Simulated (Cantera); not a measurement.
Mixture: 8.90 % CH4, 19.1 % O2, 72.0 % N2, equivalence ratio 0.93, at 1730 Torr, adiabatic and at constant pressure. Ignition delay is the time to a rise of 400 K.

Detailed kinetics in Cantera: GRI-Mech 3.0 (53 species, 325 reactions).

### Question
At T0 = 1198 K, what is the delay, and which 6 reactions control it most (d ln τ / d ln k, from doubling and halving each rate constant)?

### Answer
The delay is 21.5 ms.
```
reaction                  d ln τ / d ln k   faster rate
------------------------  ---------------  ------------
2 CH3 (+M) <=> C2H6 (+M)             0.57  lengthens it
CH3 + O2 <=> CH2O + OH              -0.38   shortens it
CH3 + O2 <=> CH3O + O               -0.33   shortens it
CH2O + O2 <=> HCO + HO2             -0.33   shortens it
CH3 + HO2 <=> CH3O + OH             -0.29   shortens it
CH4 + H <=> CH3 + H2                 0.25  lengthens it
```
